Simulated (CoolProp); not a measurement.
CH2F2 (R32) at 357.54 K and 0.234 MPa is throttled through a valve to 0.126 MPa with no heat exchange. Each further row changes one setting.

Values from CoolProp's reference Helmholtz-energy equation of state, Tillner-Roth 1997.

```
case                        temperature change (K)  final density (kg/m³)
--------------------------  ----------------------  ---------------------
as stated                                      ___                   2.23
outlet pressure 0.0378 MPa                    -2.8                    ___
outlet pressure 0.164 MPa                     -1.0                    ___
```

**Question.** Complete the blanks.

**Answer.** 
- as stated, temperature change (K): -1.5
- outlet pressure 0.0378 MPa, final density (kg/m³): 0.668
- outlet pressure 0.164 MPa, final density (kg/m³): 2.91
